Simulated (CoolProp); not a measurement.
Vapour-liquid equilibrium of R152A (1) + isobutene (2) at 335.1 K; x and y are mole fractions of (1).

Computed with CoolProp (multi-fluid Helmholtz-energy mixture model, Outcalt 1996 and Lemmon 2005; pair parameters Bell 2016).

| x | bubble pressure, mixture model (kPa) | bubble pressure, Raoult's law (kPa) | y, mixture model | y, Raoult's law |
|---|---|---|---|---|
| 0.05 | 918.5 | 855.6 | 0.132 | 0.092 |
| 0.125 | 1047 | 912.1 | 0.271 | 0.215 |
| 0.2 | 1152 | 968.5 | 0.370 | 0.324 |
| 0.275 | 1241 | 1025 | 0.447 | 0.421 |
| 0.35 | 1315 | 1081 | 0.510 | 0.508 |
| 0.425 | 1378 | 1138 | 0.566 | 0.587 |
| 0.5 | 1431 | 1194 | 0.617 | 0.658 |
| 0.575 | 1477 | 1251 | 0.666 | 0.722 |
| 0.65 | 1514 | 1307 | 0.715 | 0.781 |
| 0.725 | 1545 | 1364 | 0.766 | 0.835 |
| 0.8 | 1566 | 1420 | 0.820 | 0.885 |
| 0.875 | 1578 | 1477 | 0.880 | 0.931 |
| 0.95 | 1579 | 1533 | 0.948 | 0.973 |

The largest gap from Raoult's law is +21.6 % in bubble pressure, at x = 0.35. y crosses x between x = 0.875 and 0.95: the model has an azeotrope there.

Pair parameters are fitted to limited data, so mixtures are less certain than the pure fluids.
